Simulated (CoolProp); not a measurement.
Hydrogen chloride at several states: density (kg/m³) from the reference equation and from simpler models built on Tc = 324.7 K, pc = 8.314 MPa, ω = 0.130; each cubic takes its own stable root.

Values from CoolProp's reference Helmholtz-energy equation of state, Thol 2018.

```tsv
T (K)	p (MPa)	phase	reference
418.3	0.0144	gas	0.1510
354.7	10.4	supercritical	228.5
386.2	1.49	gas	17.62
192.5	0.0348	gas	0.8001
367.5	30.2	supercritical	720.5
359.5	0.014	gas	0.1709
```

**Question.** How far does each simpler model (ideal gas, van der Waals, Redlich-Kwong, Peng-Robinson) lie from the reference over these 6 states: mean and median of the absolute difference, and the worst?

**Answer.** 
- ideal gas: mean 16.4 %, median 2.4 %, worst -50.0 % at 367.5 K and 30.2 MPa
- van der Waals: mean 5.1 %, median 0.5 %, worst -26.4 % at 367.5 K and 30.2 MPa
- Redlich-Kwong: mean 2.8 %, median 0.3 %, worst -14.6 % at 367.5 K and 30.2 MPa
- Peng-Robinson: mean 1.5 %, median 0.1 %, worst -8.7 % at 367.5 K and 30.2 MPa
